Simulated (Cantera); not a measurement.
**Hydrocarbon pyrolysis for carbon deposition**

A perfectly stirred reactor is fed with C2H6 : H2 = 1 : 23 (molar parts), at 10.00 Torr; it is held at 1050 K, and followed from long to short residence time.

Cantera simulation using GRI-Mech 3.0 (53 species, 325 reactions); the numbers are that mechanism's predictions, not measurements. GRI-Mech 3.0 stops at C3 and has no aromatics, soot or wall deposition, so with more carbon than oxygen in the feed, carbon stays in small species such as C2H2 where larger ones or solid carbon would form. Radical loss at walls, strong at low pressure, is not modelled.

| τ (s) | x C2H6 | x H2 | x C2H2 | x H | x CH4 |
|---|---|---|---|---|---|
| 3.1 | 0.0143 | 0.956 | 0.000387 | 3.61e-6 | 0.00704 |
| 1.4 | 0.0225 | 0.957 | 0.000125 | 3.51e-6 | 0.00465 |
| 0.59 | 0.0314 | 0.958 | 2.64e-5 | 3.18e-6 | 0.00224 |
| 0.26 | 0.0373 | 0.958 | 4.14e-6 | 2.59e-6 | 0.000792 |
| 0.11 | 0.0404 | 0.958 | 3.36e-7 | 1.66e-6 | 0.000160 |
| 0.050 | 0.0414 | 0.958 | 1.99e-8 | 8.71e-7 | 2.57e-5 |
| 0.022 | 0.0416 | 0.958 | 8.19e-10 | 3.99e-7 | 4.76e-6 |
| 0.0096 | 0.0417 | 0.958 | 3.09e-11 | 1.77e-7 | 1.44e-6 |
| 0.0042 | 0.0417 | 0.958 | 1.18e-12 | 7.83e-8 | 5.51e-7 |
| 0.0018 | 0.0417 | 0.958 | <1e-12 | 3.42e-8 | 2.08e-7 |
| 0.00081 | 0.0417 | 0.958 | <1e-12 | 1.56e-8 | 7.58e-8 |
x: mole fraction; the columns are a selection and need not sum to one.
